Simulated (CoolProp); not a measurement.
Vapour-liquid equilibrium of R152A (1) + R227EA (2) at 1.24 MPa; x and y are mole fractions of (1).

The numbers come from the multi-fluid Helmholtz-energy mixture model, Outcalt 1996 and Lemmon 2016; pair parameters Bell 2016 in CoolProp.

### Question
Give the bubble temperature and the first vapour's composition at x = 0.15, 0.45, 0.75. Is there an azeotrope?

### Answer
x = 0.15: 334.3 K, y = 0.168; x = 0.45: 330.8 K, y = 0.501; x = 0.75: 327.3 K, y = 0.784. No azeotrope shows between x = 0.05 and 0.95.

The pair parameters rest on a limited set of measurements; away from them the model extrapolates. The gap from Raoult's law changes sign with composition, which may be real or a fault of the pair parameters; it wasn't checked against measurements.
